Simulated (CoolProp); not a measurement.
Vapour-liquid equilibrium of CHF3 (R23) (1) + R22 (2) at 240.9 K; x and y are mole fractions of (1).

Computed with CoolProp (multi-fluid Helmholtz-energy mixture model, Penoncello 2003 and Kamei 1995; pair parameters Bell 2016).

**Question.** Give the bubble pressure and the first vapour's composition at x = 0.05, 0.35, 0.95. Is there an azeotrope?

**Answer.** x = 0.05: 1.960 bar, y = 0.266; x = 0.35: 4.551 bar, y = 0.758; x = 0.95: 8.928 bar, y = 0.985. No azeotrope shows between x = 0.05 and 0.95.

Pair parameters are fitted to limited data, so mixtures are less certain than the pure fluids.
